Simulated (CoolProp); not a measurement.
Dimethyl carbonate along the isotherm 326.85 °C: fugacity coefficient from the reference equation and from simpler models built on Tc = 283.9 °C, pc = 4909 kPa, ω = 0.346; each cubic takes its own stable root.

Model: reference Helmholtz-energy equation of state, Zhou 2011, in CoolProp.

```csv
p (kPa),phase,reference
189,gas,0.9896
378,gas,0.9793
566,gas,0.9691
755,gas,0.9589
944,gas,0.9487
1130,gas,0.9388
1320,gas,0.9287
1510,gas,0.9186
1700,gas,0.9086
1890,gas,0.8986
2080,gas,0.8887
2270,gas,0.8788
2450,gas,0.8695
```

**Question.** How far does each simpler model (van der Waals, Redlich-Kwong, Soave-Redlich-Kwong, Peng-Robinson) lie from the reference over these 13 states: mean and median of the absolute difference, and the worst?

**Answer.** 
- van der Waals: mean 0.5 %, median 0.6 %, worst +0.9 % at 326.85 °C and 2450 kPa
- Redlich-Kwong: mean 0.1 %, median 0.1 %, worst -0.3 % at 326.85 °C and 2450 kPa
- Soave-Redlich-Kwong: mean 0.3 %, median 0.3 %, worst +0.5 % at 326.85 °C and 2450 kPa
- Peng-Robinson: mean 0.7 %, median 0.7 %, worst -1.2 % at 326.85 °C and 2450 kPa
